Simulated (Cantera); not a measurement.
An isothermal, constant-pressure homogeneous reactor starts with NH3 : N2 = 1 : 0.91 (molar parts), at 1750 K and 7500 Pa. Integrator tolerance rtol = 1e-08.

Computed with Cantera and the gas-phase N/H chemistry of the illustrative SiF4/NH3 mechanism in the Surface Chemkin manual (1991). Walls and surfaces, which speed up NH3 decomposition in real reactors, are not modelled.

### Question
What does this change do: pressure from 7500 Pa to 100000 Pa?

### Answer
```
quantity                                              before                                      after
-----------------  -----------------------------------------  -----------------------------------------
x(NH3) at 10.0 s       0.102 (gas-phase equilibrium 6.21e-7)    0.00989 (gas-phase equilibrium 8.29e-6)
x(H) at 10.0 s     0.000136 (gas-phase equilibrium 0.000613)  0.000157 (gas-phase equilibrium 0.000168)
x(H2) at 10.0 s          0.415 (gas-phase equilibrium 0.515)        0.506 (gas-phase equilibrium 0.515)
x(NH2) at 10.0 s     8.74e-5 (gas-phase equilibrium 1.93e-9)    8.01e-6 (gas-phase equilibrium 7.05e-9)
x(N) at 10.0 s      1.20e-7 (gas-phase equilibrium 3.71e-11)   1.04e-8 (gas-phase equilibrium 1.02e-11)
x(N2H4) at 10.0 s     2.73e-9 (gas-phase equilibrium <1e-12)    3.06e-10 (gas-phase equilibrium <1e-12)
```

### Question
What does this change do: NH3 1 to 0.17 parts?

### Answer
```tsv
quantity	before	after
x(NH3) at 10.0 s	0.102 (gas-phase equilibrium 6.21e-7)	0.0272 (gas-phase equilibrium 1.98e-7)
x(H) at 10.0 s	0.000136 (gas-phase equilibrium 0.000613)	9.39e-5 (gas-phase equilibrium 0.000386)
x(H2) at 10.0 s	0.415 (gas-phase equilibrium 0.515)	0.169 (gas-phase equilibrium 0.204)
x(NH2) at 10.0 s	8.74e-5 (gas-phase equilibrium 1.93e-9)	3.94e-5 (gas-phase equilibrium 9.78e-10)
x(N) at 10.0 s	1.20e-7 (gas-phase equilibrium 3.71e-11)	1.54e-7 (gas-phase equilibrium 4.75e-11)
x(N2H4) at 10.0 s	2.73e-9 (gas-phase equilibrium <1e-12)	5.58e-10 (gas-phase equilibrium <1e-12)
```
